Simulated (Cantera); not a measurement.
Input (Python, Cantera):

```python
import numpy as np
import cantera as ct

gas = ct.Solution("gri30.yaml")
gas.TPX = 1575, 120000, {'CH2O': 0.026, 'O2': 0.0024, 'N2': 1}
reactor = ct.IdealGasConstPressureReactor(gas, energy="off", clone=False)
net = ct.ReactorNet([reactor])
net.rtol, net.atol = 1e-08, 1e-18
show = ['CH2O', 'O2', 'NO2', 'CH3', 'CO2', 'CO']
times = np.geomspace(4e-06, 100, 13)

steps = ct.SolutionArray(gas, extra=["t"])
rows = []
print(f"{'t/s':>10s}{'T/K':>9s}{'P/Pa':>11s}" + "".join(f"{s:>11s}" for s in show))
for t in times:
    while net.time < t:
        t_next = net.step()
        steps.append(gas.state, t=t_next)
    rows.append([np.interp(t, steps.t, y) for y in (steps.T, steps.P, *steps(*show).X.T)])
    print(f"{t:10.3e}{rows[-1][0]:9.1f}{rows[-1][1]:11.4g}" + "".join(f"{x:11.3e}" for x in rows[-1][2:]))
rate = np.gradient(steps.T, steps.t)
print("integrator steps:", len(steps.t))
if steps.T.max() > steps.T[0] + 200:
    print(f"time of steepest temperature rise: {steps.t[rate.argmax()]:.4e} s")
gas.TPX = 1575, 120000, {'CH2O': 0.026, 'O2': 0.0024, 'N2': 1}
gas.equilibrate("TP")
print(f"equilibrium (TP): T = {gas.T:.1f} K  " + "  ".join(f"{s} {gas[s].X[0]:.3e}" for s in show))
```

Result:

```
       t/s      T/K       P/Pa       CH2O         O2        NO2        CH3        CO2         CO
 4.000e-06   1575.0    1.2e+05  2.527e-02  2.333e-03  3.883e-21  7.692e-13  6.316e-12  8.247e-06
 1.654e-05   1575.0    1.2e+05  2.514e-02  2.324e-03  3.469e-18  7.594e-11  2.404e-09  1.382e-04
 6.840e-05   1575.0    1.2e+05  1.841e-02  2.041e-03  4.928e-14  3.678e-08  6.044e-06  6.644e-03
 2.828e-04   1575.0    1.2e+05  2.549e-06  1.203e-03  1.283e-14  8.283e-08  1.453e-04  2.453e-02
 1.170e-03   1575.0    1.2e+05  4.046e-10  9.718e-08  4.231e-15  5.904e-10  9.456e-04  2.374e-02
 4.837e-03   1575.0    1.2e+05  3.288e-10  1.512e-08  2.339e-15  7.134e-12  1.250e-03  2.345e-02
 2.000e-02   1575.0    1.2e+05  2.825e-10  1.294e-09  8.841e-16  4.195e-12  1.258e-03  2.345e-02
 8.270e-02   1575.0    1.2e+05  2.660e-10  8.300e-11  3.279e-16  1.769e-12  1.254e-03  2.346e-02
 3.420e-01   1575.0    1.2e+05  2.615e-10  5.240e-12  1.063e-16  5.468e-13  1.252e-03  2.346e-02
 1.414e+00   1575.0    1.2e+05  2.603e-10  6.562e-13  2.223e-17  2.204e-13  1.252e-03  2.346e-02
 5.848e+00   1575.0    1.2e+05  2.602e-10  4.893e-13  4.305e-18  2.401e-13  1.252e-03  2.346e-02
 2.418e+01   1575.0    1.2e+05  2.602e-10  4.892e-13  4.061e-18  3.972e-13  1.252e-03  2.346e-02
 1.000e+02   1575.0    1.2e+05  2.602e-10  4.892e-13  3.783e-18  6.914e-13  1.252e-03  2.346e-02
integrator steps: 2260
equilibrium (TP): T = 1575.0 K  CH2O 2.602e-10  O2 4.892e-13  NO2 2.100e-17  CH3 9.675e-13  CO2 1.252e-03  CO 2.346e-02
```

Detailed kinetics in Cantera: GRI-Mech 3.0 (53 species, 325 reactions).
